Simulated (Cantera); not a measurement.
Pyrogenic steam for wet oxidation

A perfectly stirred reactor is fed with H₂ : O₂ : N₂ = 1 : 1 : 0.88 (molar parts), at 0.190 bar; it is held at 1250 K, and followed from long to short residence time.

Cantera simulation using the H2/O2 subset of GRI-Mech 3.0, which has no nitrogen chemistry; the numbers are that mechanism's predictions, not measurements. The temperature is held fixed by assumption; the heat of reaction is taken as removed at once.

```tsv
τ (s)	x H₂	x O₂	x H₂O₂	x OH	x H	x H₂O
0.68	0.000328	0.210	1.00e-6	0.000625	1.82e-5	0.419
0.23	0.000673	0.210	1.54e-6	0.000898	5.42e-5	0.419
0.079	0.00135	0.210	2.28e-6	0.00129	0.000159	0.418
0.027	0.00268	0.210	3.24e-6	0.00187	0.000464	0.415
0.0092	0.00523	0.210	4.36e-6	0.00273	0.00135	0.411
0.0031	0.0101	0.211	5.49e-6	0.00402	0.00390	0.402
0.0011	0.0183	0.212	6.29e-6	0.00576	0.0104	0.385
0.00036	0.0337	0.215	6.40e-6	0.00820	0.0275	0.349
0.00012	0.0586	0.222	5.64e-6	0.0107	0.0598	0.289
```
x: mole fraction; the columns are a selection and need not sum to one.
